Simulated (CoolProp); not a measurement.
Values from CoolProp's reference Helmholtz-energy equation of state, Lemmon 2006. It is a short technical equation, of lower accuracy than the large ones.

Problem. Give the vapour pressure (MPa), liquid density (kg/m³), vapour density (kg/m³), enthalpy of vaporisation (kJ/kg) of saturated nitrous oxide at -37.85 °C.

Solution. 
| T (°C) | p (MPa) | liquid density (kg/m³) | vapour density (kg/m³) | enthalpy of vaporisation (kJ/kg) |
|---|---|---|---|---|
| -37.85 | 1.01 | 1070 | 26.2 | 308 |
